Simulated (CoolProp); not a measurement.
Vapour-liquid equilibrium of propylene (1) + isobutane (2) at 241.5 K; x and y are mole fractions of (1).

Computed with CoolProp (multi-fluid Helmholtz-energy mixture model, Lemmon 2013 and Bücker 2006; pair parameters Bell 2016).

| x | bubble pressure, mixture model (MPa) | bubble pressure, Raoult's law (MPa) | y, mixture model | y, Raoult's law |
|---|---|---|---|---|
| 0.05 | 0.05376 | 0.05094 | … | 0.195 |
| 0.125 | 0.06521 | 0.06259 | 0.403 | 0.396 |
| 0.2 | 0.07393 | 0.07424 | 0.505 | 0.535 |
| 0.275 | 0.08156 | 0.08589 | 0.581 | 0.636 |
| 0.35 | … | 0.09755 | 0.647 | 0.712 |
| 0.425 | 0.09707 | 0.1092 | 0.709 | 0.773 |
| 0.5 | 0.1060 | 0.1208 | 0.767 | 0.821 |
| 0.575 | 0.1163 | 0.1325 | 0.823 | 0.862 |
| 0.65 | 0.1281 | 0.1442 | … | 0.895 |
| 0.725 | … | 0.1558 | 0.916 | 0.924 |
| 0.8 | 0.1567 | 0.1675 | 0.950 | 0.948 |
| 0.875 | 0.1727 | 0.1791 | 0.975 | 0.970 |
| 0.95 | 0.1887 | 0.1908 | 0.992 | 0.989 |

### Question
Some entries are withheld; supply them.

### Answer

- 0.05, y, mixture model: 0.230
- 0.35, bubble pressure, mixture model (MPa): 0.08907
- 0.65, y, mixture model: 0.873
- 0.725, bubble pressure, mixture model (MPa): 0.1417

The largest gap from Raoult's law is -12.3 % in bubble pressure, at x = 0.5. No azeotrope shows between x = 0.05 and 0.95.

Pair parameters are fitted to limited data, so mixtures are less certain than the pure fluids. The gap from Raoult's law changes sign with composition, which may be real or a fault of the pair parameters; it wasn't checked against measurements.
